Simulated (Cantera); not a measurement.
A perfectly stirred reactor is fed with 0.554 % H₂, 75.9 % O₂, 23.5 % N₂, equivalence ratio 0.0037, at 0.0290 bar; it is held at 1098 K, and followed from long to short residence time.

Computed with Cantera and the H2/O2 subset of GRI-Mech 3.0, which has no nitrogen chemistry. Radical loss at walls, strong at low pressure, is not modelled.

x: mole fraction; the columns are a selection and need not sum to one.

```tsv
τ (s)	x H₂	x O₂	x H₂O₂	x HO₂	x H	x OH
5.1	2.09e-5	0.758	1.55e-8	3.47e-7	1.69e-6	6.34e-5
2.0	___	0.758	___	___	___	___
0.79	5.81e-5	0.758	2.47e-8	7.20e-7	1.01e-5	0.000123
0.31	9.74e-5	0.758	3.14e-8	1.01e-6	2.35e-5	0.000173
0.12	0.000168	0.757	4.11e-8	1.40e-6	5.23e-5	0.000245
0.048	0.000292	0.757	5.54e-8	1.86e-6	0.000104	0.000341
0.019	0.000532	0.756	7.76e-8	2.39e-6	0.000184	0.000467
0.0075	___	0.756	___	___	___	___
0.0030	0.00191	0.756	1.36e-7	3.18e-6	0.000299	0.000705
0.0012	0.00359	0.757	1.01e-7	2.90e-6	0.000176	0.000565
```

### Question
What belongs in the gaps?

### Answer

- 2.0, x H₂: 3.50e-5
- 2.0, x H₂O₂: 1.97e-8
- 2.0, x HO₂: 5.05e-7
- 2.0, x H: 4.18e-6
- 2.0, x OH: 8.82e-5
- 0.0075, x H₂: 0.00101
- 0.0075, x H₂O₂: 1.08e-7
- 0.0075, x HO₂: 2.88e-6
- 0.0075, x H: 0.000271
- 0.0075, x OH: 0.000611
